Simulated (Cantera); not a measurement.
# SiCl4 + Cl2 + H2 (silicon epitaxy and polysilicon growth)

Input: 1 mol SiCl4, 0.011 mol Cl2, 970 mol H2, held at 75.0 Torr.

Cantera equilibrium calculation (NASA polynomials, part measured and part estimated; ideal gas, pure solids and liquids). Candidate condensed phases: Si; 19 gas species. Kinetics and transport are ignored.

At 800 K nothing is condensed. From 900 K to 1400 K the condensed part is Si(s). The main Si-bearing gas is SiHCl3 at 800 K and SiCl2 at 1400 K. The share of Si in condensed phases is highest at 1300 K (95.5 %) and lowest at 800 K (0.0 %).

```csv
T (K),x H2,x HCl,x SiHCl3,x SiCl4,x SiH2Cl2,x SiCl2,x H,n Si(s)
800,0.998,0.000693,0.000548,0.000421,5.77e-5,3.81e-7,9.15e-12,0
900,0.997,0.00187,0.000379,0.000250,5.45e-5,4.75e-6,3.69e-10,0.325
1000,0.996,0.00339,0.000128,6.19e-5,2.87e-5,1.96e-5,7.16e-9,0.760
1100,0.996,0.00396,1.99e-5,5.36e-6,8.82e-6,3.21e-5,8.16e-8,0.931
1200,0.996,0.00404,3.02e-6,4.50e-7,2.65e-6,3.87e-5,6.23e-7,0.954
1300,0.996,0.00404,5.90e-7,5.25e-8,9.33e-7,4.38e-5,3.49e-6,0.955
1400,0.996,0.00404,1.45e-7,8.31e-9,3.81e-7,4.83e-5,1.53e-5,0.951
```
x: gas mole fraction; n: condensed amount in mol.
